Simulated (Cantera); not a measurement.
Cantera run, input and output.

```python
import numpy as np
import cantera as ct

gas = ct.Solution("gri30.yaml", transport_model="multicomponent")
show = ['CH3', 'CO2', 'H']

rows = []
print(f"{'T/K':>7s}{'rho':>11s}{'cp':>10s}{'mu':>11s}{'lambda':>11s}{'Pr':>7s}" + "".join(f"{'D_' + s:>11s}" for s in show))
for T in [400, 600, 800, 1000, 1200, 1400]:
    gas.TPX = T, 41, {'N2O': 0.59}
    Pr = gas.cp_mass * gas.viscosity / gas.thermal_conductivity
    D = [gas.mix_diff_coeffs_mole[gas.species_index(s)] for s in show]
    rows.append([gas.density, gas.cp_mass, gas.viscosity, gas.thermal_conductivity, Pr, *D])
    print(f"{T:7g}{gas.density:11.4e}{gas.cp_mass:10.1f}{gas.viscosity:11.4e}"
          f"{gas.thermal_conductivity:11.4e}{Pr:7.3f}" + "".join(f"{d:11.4e}" for d in D))
print("SI units: kg/m3, J/kg/K, Pa s, W/m/K, m2/s")
```

Result:

```
    T/K        rho        cp         mu     lambda     Pr      D_CH3      D_CO2        D_H
    400 5.4259e-04     970.3 1.9459e-05 2.5299e-02  0.746 7.2333e-02 4.7475e-02 4.1033e-01
    600 3.6173e-04    1101.3 2.7324e-05 4.0429e-02  0.744 1.4934e-01 1.0004e-01 8.4740e-01
    800 2.7129e-04    1191.6 3.4048e-05 5.4682e-02  0.742 2.4612e-01 1.6670e-01 1.3967e+00
   1000 2.1704e-04    1254.7 4.0022e-05 6.7878e-02  0.740 3.6040e-01 2.4569e-01 2.0454e+00
   1200 1.8086e-04    1294.3 4.5464e-05 7.9761e-02  0.738 4.9068e-01 3.3588e-01 2.7849e+00
   1400 1.5503e-04    1326.8 5.0510e-05 9.1048e-02  0.736 6.3588e-01 4.3646e-01 3.6091e+00
SI units: kg/m3, J/kg/K, Pa s, W/m/K, m2/s
```

Cantera simulation using GRI-Mech 3.0 (53 species, 325 reactions); the numbers are that mechanism's predictions, not measurements. The composition is frozen, though it would react at the higher temperatures.
